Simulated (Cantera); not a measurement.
NO annealing gas

An isothermal, constant-pressure homogeneous reactor starts with NO : N₂ : H₂O = 1 : 1.1 : 0.013 (molar parts), at 1998 K and 0.133 bar.

Cantera simulation using GRI-Mech 3.0 (53 species, 325 reactions); the numbers are that mechanism's predictions, not measurements.

| t (s) | x NO | x O | x N₂ | x O₂ | x N₂O | x NO₂ |
|---|---|---|---|---|---|---|
| 0.000300 | 0.473 | 6.39e-6 | 0.521 | 1.45e-7 | 9.76e-6 | 1.06e-6 |
| 0.000708 | 0.473 | 1.06e-5 | 0.521 | 1.07e-6 | 2.15e-5 | 4.93e-6 |
| 0.00167 | 0.473 | 2.26e-5 | 0.521 | 1.13e-5 | 4.31e-5 | 1.67e-5 |
| 0.00395 | 0.473 | 4.47e-5 | 0.521 | 0.000115 | 6.61e-5 | 1.97e-5 |
| 0.00931 | 0.472 | 6.16e-5 | 0.521 | 0.000428 | 6.40e-5 | 1.62e-5 |
| 0.0220 | 0.471 | 8.64e-5 | 0.522 | 0.00108 | 6.25e-5 | 2.17e-5 |
| 0.0519 | 0.468 | 0.000120 | 0.523 | 0.00265 | 6.67e-5 | 3.29e-5 |
| 0.122 | 0.460 | 0.000173 | 0.527 | 0.00643 | 6.82e-5 | 5.01e-5 |
| 0.289 | 0.441 | 0.000254 | 0.536 | 0.0156 | 6.49e-5 | 7.50e-5 |
| 0.682 | 0.397 | 0.000376 | 0.559 | 0.0377 | 5.28e-5 | 0.000105 |
| 1.61 | 0.301 | 0.000547 | 0.606 | 0.0855 | 2.97e-5 | 0.000120 |
| 3.80 | 0.152 | 0.000733 | 0.681 | 0.160 | 7.41e-6 | 8.34e-5 |
| 8.97 | 0.0404 | 0.000845 | 0.737 | 0.216 | 6.41e-7 | 2.58e-5 |
| 21.2 | 0.0110 | 0.000871 | 0.751 | 0.230 | 1.76e-7 | 7.29e-6 |
| 50.0 | 0.00790 | 0.000874 | 0.753 | 0.232 | 1.58e-7 | 5.24e-6 |
x: mole fraction; the columns are a selection and need not sum to one.

Equilibrium at this temperature and pressure: NO 0.00785, O 0.000874, N₂ 0.753, O₂ 0.232, N₂O 1.58e-7, NO₂ 5.21e-6 (gas phase only).
